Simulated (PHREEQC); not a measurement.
A solution holds 0.0027 mol LiOH and 5.5e-06 mol CO2 per kg of water, at 25 °C. Closed to the air; pH follows from the charge balance.

Equilibrium calculation in PHREEQC: ion-association model, wateq4f.dat.

Precipitation was switched off in this run.

Question: What pH does the model give?

Answer: pH 11.40.

Question: In which forms is C present?

Answer: CO3-2 93 %, HCO3- 6.6 % of the C.

Complexes and solids missing from the database can't appear.
